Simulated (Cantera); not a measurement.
A perfectly stirred reactor is fed with NH₃ : H₂ = 1 : 0.15 (molar parts), at 1700 Pa; it is held at 2250 K, and followed from long to short residence time.

Detailed kinetics in Cantera: the gas-phase N/H chemistry of the illustrative SiF4/NH3 mechanism in the Surface Chemkin manual (1991). Walls and surfaces, which speed up NH3 decomposition in real reactors, are not modelled.

Question: What does this change do: temperature 2250 to 1225 K?

Answer: 
| quantity | before | after |
|---|---|---|
| x(NH₃) at τ = 8.50 s | 0.00590 | 0.870 |
| x(H₂) at τ = 8.50 s | 0.758 | 0.130 |
| x(NH₂) at τ = 8.50 s | 0.000140 | 1.59e-6 |
| x(N₂) at τ = 8.50 s | 0.230 | 1.92e-6 |
| x(N₂H₄) at τ = 8.50 s | 2.58e-11 | 7.15e-10 |
| x(NH₃) at τ = 0.160 s | 0.322 | 0.870 |
| x(H₂) at τ = 0.160 s | 0.530 | 0.130 |
| x(NH₂) at τ = 0.160 s | 0.00192 | 4.09e-8 |
| x(N₂) at τ = 0.160 s | 0.146 | 1.50e-11 |
| x(N₂H₄) at τ = 0.160 s | 4.81e-9 | <1e-12 |

Question: What does this change do: temperature 2250 to 2175 K?

Answer: 
| quantity | before | after |
|---|---|---|
| x(NH₃) at τ = 8.50 s | 0.00590 | 0.0163 |
| x(H₂) at τ = 8.50 s | 0.758 | 0.753 |
| x(NH₂) at τ = 8.50 s | 0.000140 | 0.000196 |
| x(N₂) at τ = 8.50 s | 0.230 | 0.228 |
| x(N₂H₄) at τ = 8.50 s | 2.58e-11 | 8.18e-11 |
| x(NH₃) at τ = 0.160 s | 0.322 | 0.448 |
| x(H₂) at τ = 0.160 s | 0.530 | 0.438 |
| x(NH₂) at τ = 0.160 s | 0.00192 | 0.00186 |
| x(N₂) at τ = 0.160 s | 0.146 | 0.112 |
| x(N₂H₄) at τ = 0.160 s | 4.81e-9 | 7.40e-9 |
